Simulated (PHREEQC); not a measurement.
Dissolve 0.039 mol/kgw Fe2(SO4)3 and 0.02 mol/kgw Ca(OH)2 at 20 °C. Closed to the air; pH follows from the charge balance.

Equilibrium calculation in PHREEQC: ion-association model, phreeqc.dat.

No solid was allowed to form.

Task: Predict the pH.

Result: pH 3.09.

Task: In which forms is S present?

Result: SO4-2 48 %, FeSO4+ 27 %, Fe(SO4)2- 16 %, CaSO4 6.8 %, HSO4- 1.2 % of the S.

Saturation is exceeded, for instance for Fe(OH)3(a), Gypsum; the values hold only as long as no solid forms. Species that the database lacks are ignored.
